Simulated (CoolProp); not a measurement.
The fluid at 255.06 K and 0.036 MPa expands adiabatically to 0.00408 MPa with isentropic efficiency 1. The same conditions are run with several fluids, on thermodynamics alone (safety and materials aside).

Values from CoolProp's reference Helmholtz-energy equation of state of each fluid (R236FA: Pan 2012; R22: Kamei 1995; fluoroethane (R161): Wu 2012; isobutane: Bücker 2006).

```
fluid                work (kJ/kg)  final temperature (K)                       final phase  final density (kg/m³)
-------------------  ------------  ---------------------  --------------------------------  ---------------------
R236FA                       27.7                  215.3                               gas                  0.348
R22                          44.4                  181.2  two-phase, vapour fraction 0.984                  0.239
fluoroethane (R161)          80.3                  183.4  two-phase, vapour fraction 0.984                  0.131
isobutane                    70.5                  201.9                               gas                  0.142
```
